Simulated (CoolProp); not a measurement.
Values from CoolProp's reference Helmholtz-energy equation of state, Lemmon 2006. It is a short technical equation, of lower accuracy than the large ones.

**Question.** For toluene, give the phase and the density (kg/m³), Joule-Thomson coefficient (K/MPa), isothermal compressibility (1/MPa), viscosity (µPa s) at 620 K and 20.6 MPa.

**Answer.** 
- 620 K and 20.6 MPa: supercritical; density 573, Joule-Thomson coefficient 0.139, isothermal compressibility 0.00855, viscosity 88.1

Viscosity comes from a separate model (Avgeri 2015).
